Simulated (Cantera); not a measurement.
Feed: 1 mol CHF₃, 0.071 mol HCl, held at 1.33 mbar.

These are equilibrium values from Cantera (NASA tables, ideal gas, pure condensed phases), not measurements of a reactor. Candidate condensed phases: C, C₆H₆, C₇H₈, C₈H₁₈; 135 gas species. Ions and electrons are included (thermal ionisation). Rates play no part.

Question: At 3500 K, list the 6 most abundant gas species with their mole fractions, and the condensed phases.

Answer: F 0.581, H 0.191, C 0.152, HF 0.0314, Cl 0.0147, C₂ 0.0115. Condensed: gas only.
